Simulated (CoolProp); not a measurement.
Values from CoolProp's reference Helmholtz-energy equation of state, Tillner-Roth 1994.

Question: Give the vapour pressure (MPa), vapour density (kg/m³), enthalpy of vaporisation (kJ/kg), liquid cp (kJ/(kg K)) of saturated R134a at 294.9 K.

Answer: 
```
T (K)  p (MPa)  vapour density (kg/m³)  enthalpy of vaporisation (kJ/kg)  liquid cp (kJ/(kg K))
-----  -------  ----------------------  --------------------------------  ---------------------
294.9    0.603                    29.3                               181                   1.41
```
